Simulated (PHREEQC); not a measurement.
Solution (70 °C): 6.7 mmol/kgw TMAH. Closed to the air; pH follows from the charge balance.

Computed with PHREEQC (ion-association model, phreeqc.dat).

```
Property                   Result
----------------  ---------------
pH                          10.58
ionic strength    0.00670 mol/kgw
total alkalinity      6.70 meq/kg
```

```csv
species,molality,activity,log γ
OH-,0.00670,0.00609,-0.042
(CH3)4N+,0.00670,0.00609,-0.041
```

No solid was allowed to form. (CH3)4N+ isn't in the database: it is added as a free cation with an ion size of 4 Å. Constants without temperature data keep their 25 °C values here.
